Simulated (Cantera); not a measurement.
Premixed flame

A freely propagating, adiabatic, planar premixed flame of C₃H₈ : O₂ : N₂ = 1 : 5 : 18.8 (molar parts), equivalence ratio 1.0, unburnt at 600 K and 4880 Torr; mixture-averaged transport, grid criteria slope 0.08 and curve 0.16, no radiation.

Model: GRI-Mech 3.0 (53 species, 325 reactions), integrated in Cantera. GRI-Mech 3.0 was tuned for natural gas; its chemistry of propane as a main component is partial and can be far from experiment. Burning velocities carry a grid error of a few per cent, more on coarse grids.

```
z (mm)   T (K)  u (m/s)    x C₃H₈     x O₂    x C₂H      x H₂   x CH₂CO     x CH₃
-------  -----  -------  --------  -------  -------  --------  --------  --------
-0.174     600    0.989    0.0403    0.201    <1e-8  0.000885   1.73e-8     <1e-8
-0.116     602    0.994    0.0402    0.201    <1e-8   0.00242   3.13e-7   1.40e-8
-0.0868    609     1.01    0.0401    0.200    <1e-8   0.00421   2.14e-6   7.38e-8
-0.0578    658     1.09    0.0395    0.194    <1e-8   0.00763   2.67e-5   1.33e-6
-0.0289    991     1.69    0.0305    0.159    <1e-8    0.0133  0.000431  0.000204
-0.0145   1400     2.46    0.0122    0.115  3.27e-8    0.0164   0.00133   0.00133
0         1823     3.26  0.000406   0.0662  2.16e-6    0.0162   0.00143   0.00128
0.0145    2030     3.63   3.12e-7   0.0385  1.91e-6    0.0121  0.000260  0.000173
0.0289    2114     3.76     <1e-8   0.0275  1.33e-7   0.00990   1.76e-5   1.13e-5
0.0578    2210     3.90     <1e-8   0.0202    <1e-8   0.00884   7.68e-8   5.22e-8
0.116     2309     4.05     <1e-8   0.0153    <1e-8   0.00753     <1e-8     <1e-8
0.231     2390     4.17     <1e-8   0.0116    <1e-8   0.00586     <1e-8     <1e-8
0.463     2444     4.25     <1e-8  0.00895    <1e-8   0.00460     <1e-8     <1e-8
```
x: mole fraction of selected species; z is measured from the peak of heat release.

The laminar burning velocity is 98.8 cm/s. The thermal thickness is 0.0578 mm, the peak x(C₂H) comes out as 3.33e-6 and the peak x(H₂) is 0.0170. The peak x(CH₂CO) is 0.00172. The peak x(CH₃) is 0.00181.
